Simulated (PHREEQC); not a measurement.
Ca(OH)2 is added in steps, without added water, to 1 kg of water holding 4.6 mmol/kgw CuSO4, 0.084 mmol/kgw HCl and 22 mmol/kgw Na2SO4, at 20 °C. Oxygen alone is held at its pressure in air (log pO2 = -0.68). The system is closed to CO2. Only these solids could form: Gypsum, Portlandite, Cu(OH)2, Brochantite, Antlerite, Atacamite, Halite, Mirabilite, Chalcanthite.

Base run: PHREEQC, ion-association model, wateq4f.dat. Each further column changes one thing. The table gives Cu+2 (mol/kgw).

```csv
Ca(OH)2 added (mol),base,Na2SO4 replaced by NaNO3 at the same molality,HCl from 8.4e-05 to 0.000168 mol/kgw,no solid may form
0,0.00255,0.00387,0.00255,0.00255
0.000425,0.00222,0.00339,0.00225,0.00217
0.00085,0.00187,0.00287,0.00190,0.00178
0.001488,0.00134,0.00208,0.00138,0.00124
0.001912,0.000989,0.00179,0.00102,0.000924
0.002338,0.000638,0.00131,0.000673,0.000662
0.002763,0.000376,0.000833,0.000377,0.000453
0.003187,0.000223,0.000348,0.000254,0.000294
0.003612,1.71e-9,8.76e-9,1.71e-9,0.000176
0.00425,1.70e-9,7.76e-9,1.71e-9,5.28e-5
0.004675,2.78e-11,2.19e-11,1.70e-9,9.75e-9
0.0051,1.45e-13,1.16e-13,1.76e-13,5.18e-11
```

The database's constant for dissolved Cu(OH)2 is higher than later reviews accept. In at least one series the solution becomes supersaturated in solids that the run did not let form, among them Cu(OH)2, Brochantite, Antlerite, Atacamite. Solids allowed in the column 'Na2SO4 replaced by NaNO3 at the same molality': Gypsum, Portlandite, Cu(OH)2, Brochantite, Antlerite, Atacamite, Cu2(OH)3NO3, Halite, Mirabilite, Chalcanthite.
